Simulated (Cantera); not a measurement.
## Carbon deposition, reforming and gasification: C₂H₄ + H₂

Input: 1 mol C₂H₄, 0.88 mol H₂, equilibrated at 1000 Pa.

Equilibrium computed with Cantera from the NASA thermochemical tables; the gas is ideal and each condensed phase is pure. Candidate condensed phases: C, C₆H₆, C₇H₈, C₈H₁₈; 76 gas species. Equilibrium is a limit: real reactors are often held back by kinetics, nucleation or transport.

```
T (K)   x H₂      x H  x C₂H₂ (acetylene)    x CH₄  n C(graphite)
-----  -----  -------  ------------------  -------  -------------
1673   0.999  0.00114             5.69e-5  1.21e-5           2.00
1723   0.998  0.00182             9.03e-5  1.00e-5           2.00
1773   0.997  0.00284            0.000140  8.38e-6           2.00
1823   0.995  0.00432            0.000210  7.07e-6           2.00
1873   0.993  0.00643            0.000310  6.01e-6           2.00
1923   0.990  0.00937            0.000447  5.15e-6           2.00
1973   0.986   0.0134            0.000632  4.44e-6           2.00
2023   0.980   0.0188            0.000876  3.84e-6           1.99
2073   0.973   0.0259             0.00119  3.33e-6           1.99
2123   0.963   0.0352             0.00160  2.90e-6           1.99
2173   0.951   0.0471             0.00210  2.52e-6           1.99
```
x: gas mole fraction; n: condensed amount in mol.

From 1673 K to 2173 K the condensed part is C(graphite). The main C-bearing gas is C₂H₂ (acetylene) throughout.
